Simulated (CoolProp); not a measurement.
Vapour-liquid equilibrium of n-heptane (1) + o-xylene (2) at 388.7 K; x and y are mole fractions of (1).

Computed with CoolProp (multi-fluid Helmholtz-energy mixture model, Span 2003 and Zhou 2012; pair parameters Bell 2016).

Task: Give the bubble pressure and the first vapour's composition at x = 0.35, 0.8, 0.95. Is there an azeotrope?

Result: x = 0.35: 94.23 kPa, y = 0.672; x = 0.8: 142.4 kPa, y = 0.919; x = 0.95: 158.1 kPa, y = 0.980. No azeotrope shows between x = 0.05 and 0.95.

The pair parameters rest on a limited set of measurements; away from them the model extrapolates.
